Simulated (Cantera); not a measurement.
A freely propagating, adiabatic, planar premixed flame of H2 : O2 : N2 = 1 : 0.2 : 0.52 (molar parts), equivalence ratio 2.5, unburnt at 300 K and 1.00 bar; mixture-averaged transport, grid criteria slope 0.08 and curve 0.16, no radiation.

Detailed kinetics in Cantera: the H2/O2 subset of GRI-Mech 3.0, which has no nitrogen chemistry. Burning velocities carry a grid error of a few per cent, more on coarse grids.

Question: What does this change do: inlet temperature 300 to 700 K?

Answer: 
| quantity | before | after |
|---|---|---|
| laminar burning velocity | 358 cm/s | 1360 cm/s |
| thermal thickness | 0.334 mm | 0.474 mm |
| peak x(H2O2) | 0.000103 | 3.04e-6 |
| peak x(HO2) | 0.000508 | 0.000199 |
| peak x(O) | 0.00227 | 0.00397 |

Question: What does this change do: O2 0.2 to 0.16 parts?

Answer: 
```tsv
quantity	before	after
laminar burning velocity	358 cm/s	247 cm/s
thermal thickness	0.334 mm	0.376 mm
peak x(H2O2)	0.000103	7.64e-5
peak x(HO2)	0.000508	0.000405
peak x(O)	0.00227	0.000932
```
